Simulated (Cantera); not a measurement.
What does this Cantera script print?

```python
import numpy as np
import cantera as ct

gas_names = """
    H HO2 H2 H2O H2O2 O OH O2 O3 Zr ZrO ZrO2
""".split()
cond_names = """
    H2O(s) H2O(L) Zr(a) Zr(b) Zr(L) ZrO2(a) ZrO2(b) ZrO2(L)
""".split()


# ... load() reads the species with a 1 bar reference pressure and builds the phases ...
atoms = {
    'Zr': {'Zr': 1},
    'H2O': {'H': 2, 'O': 1},
}
top_T = {}  # K; cautious upper limits of use, not melting points


# ... equilibrate(T, P, feed) seeds the gas with the atoms and calls Mixture.equilibrate('TP', solver="vcs", rtol=1e-11, max_steps=5000) ...
results = []
feed = {'Zr': 1, 'H2O': 1}  # mol
T = 2348  # K
P = 1000  # Pa
mix = equilibrate(T, P, feed)
results.append((T, P, feed, dict(zip(mix.species_names, mix.species_moles))))
print(gas.report(threshold=1e-05))
for i in range(1, mix.n_phases):
    print(f"{mix.phase(i).name:16s} {mix.phase_moles(i):12.5e} mol")
```

It prints:

```
       temperature   2348 K
          pressure   1000 Pa
           density   0.00010361 kg/m^3
  mean mol. weight   2.0227 kg/kmol
   phase of matter   gas

                          1 kg             1 kmol
                     ---------------   ---------------
          enthalpy        4.3462e+07        8.7911e+07  J
   internal energy         3.381e+07        6.8388e+07  J
           entropy        1.1435e+05         2.313e+05  J/K
    Gibbs function       -2.2504e+08       -4.5519e+08  J
 heat capacity c_p             16620             33618  J/K
 heat capacity c_v             12510             25304  J/K

                      mass frac. Y      mole frac. X     chem. pot. / RT
                     ---------------   ---------------   ---------------
                 H          0.057819           0.11602           -12.367
                H2           0.87985           0.88278           -24.733
               H2O        0.00011633        1.3062e-05           -56.437
                Zr         0.0020858        4.6249e-05           -9.0132
               ZrO          0.059929         0.0011305           -40.717
     [   +7 minor]        0.00019912        3.5458e-06

Zr(L)             4.99357e-01 mol
ZrO2(b)           4.99389e-01 mol
```

Cantera equilibrium calculation (NASA polynomials, part measured and part estimated; ideal gas, pure solids and liquids). Mutual solubility and eutectic melting of coexisting phases are not modelled. Condensed phases not in the tables: N, O or C dissolved in the metal.
